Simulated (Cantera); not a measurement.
Input: 1 mol FeS, 3.7 mol SO2, 0.24 mol H2O, held at 1923 K and 100 Torr.

Method: chemical equilibrium by Gibbs-energy minimisation in Cantera with the NASA 1993 tables (ideal gas, pure condensed phases). Candidate condensed phases: Fe, FeO, Fe(OH)2, Fe(OH)3, FeS, FeSO4, FeS2, Fe2O3, Fe2(SO4)3, Fe3O4, H2O, H2SO4, S; 22 gas species. The tables' stoichiometric FeO is somewhat more stable than real wüstite, so its field is too wide. FeO: taken at fixed stoichiometry. Rates play no part.

Base state: SO2 0.721, S2 0.150, SO 0.0637, H2O 0.0453, H2 0.00877, S2O 0.00576, SH 0.00217, S 0.00200 (mole fractions); condensed: FeO(l).

Task: What changes in the equilibrium state with this change: temperature from 1923 K to 673.15 K?

Result: 
```
species          before     after
-------------  --------  --------
SO2               0.721     0.934
H2O              0.0453    0.0654
S2                0.150  0.000105
SO               0.0637   8.76e-9
Fe              9.98e-5     <1e-9
SH              0.00217     <1e-9
S               0.00200     <1e-9
H              0.000242     <1e-9
OH             0.000107     <1e-9
Fe(OH)2         1.25e-5     <1e-9
FeO(l), mol       0.999         0
FeS2(s), mol          0     0.636
Fe2O3(s), mol         0     0.182
```
Gases not in the tables: S3 to S7.
